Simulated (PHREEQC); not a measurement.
Solution (30 °C): 0.0027 mol/kgw HCl, 0.0051 mol/kgw CuSO4 and 0.26 mol/kgw MnSO4. Closed to the air; pH follows from the charge balance.

All values are PHREEQC results (ion-association model, wateq4f.dat), not measurements.

**Question.** The ionic strength comes out as 0.508 mol/kgw. What activity coefficients do CuCl+, Cu+2, SO4-2, MnCl+, HSO4- get?

**Answer.** CuCl+ 0.65, Cu+2 0.25, SO4-2 0.20, MnCl+ 0.68, HSO4- 0.66.

No solid was allowed to form. Species that the database lacks are ignored.
